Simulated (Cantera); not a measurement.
# Pyrogenic steam for wet oxidation

An isothermal, constant-pressure homogeneous reactor starts with 18.7 % H2, 11.0 % O2, 70.3 % N2, at 1225 K and 750 Torr.

Cantera simulation using GRI-Mech 3.0 (53 species, 325 reactions); the numbers are that mechanism's predictions, not measurements. The temperature is held fixed by assumption; the heat of reaction is taken as removed at once.

| t (s) | x H2 | x O2 | x OH | x NO | x NO2 | x O | x H |
|---|---|---|---|---|---|---|---|
| 0.000300 | 0.00217 | 0.0191 | 0.000593 | 8.67e-6 | 1.23e-8 | 0.000212 | 0.000398 |
| 0.00107 | 0.000246 | 0.0182 | 0.000151 | 8.61e-6 | 9.52e-8 | 1.55e-5 | 1.07e-5 |
| 0.00382 | 2.20e-5 | 0.0182 | 5.26e-5 | 8.50e-6 | 2.05e-7 | 1.58e-6 | 3.53e-7 |
| 0.0136 | 1.66e-6 | 0.0182 | 2.16e-5 | 8.56e-6 | 1.44e-7 | 2.49e-7 | 1.41e-8 |
| 0.0486 | 2.53e-7 | 0.0182 | 1.02e-5 | 8.64e-6 | 6.19e-8 | 5.58e-8 | 1.24e-9 |
| 0.173 | 6.98e-8 | 0.0182 | 5.43e-6 | 8.67e-6 | 3.49e-8 | 1.58e-8 | 1.95e-10 |
| 0.618 | 3.56e-8 | 0.0182 | 3.54e-6 | 8.67e-6 | 3.59e-8 | 6.74e-9 | 6.70e-11 |
| 2.20 | 3.26e-8 | 0.0182 | 3.27e-6 | 8.67e-6 | 3.81e-8 | 5.75e-9 | 5.70e-11 |
| 7.86 | 3.25e-8 | 0.0182 | 3.26e-6 | 8.67e-6 | 3.82e-8 | 5.71e-9 | 5.66e-11 |
| 28.0 | 3.25e-8 | 0.0182 | 3.26e-6 | 8.67e-6 | 3.82e-8 | 5.71e-9 | 5.66e-11 |
| 100 | 3.25e-8 | 0.0182 | 3.26e-6 | 8.67e-6 | 3.82e-8 | 5.71e-9 | 5.66e-11 |
x: mole fraction; the columns are a selection and need not sum to one.

Equilibrium at this temperature and pressure: H2 3.26e-8, O2 0.0181, OH 3.26e-6, NO 6.91e-5, NO2 3.04e-7, O 5.71e-9, H 5.66e-11 (gas phase only).
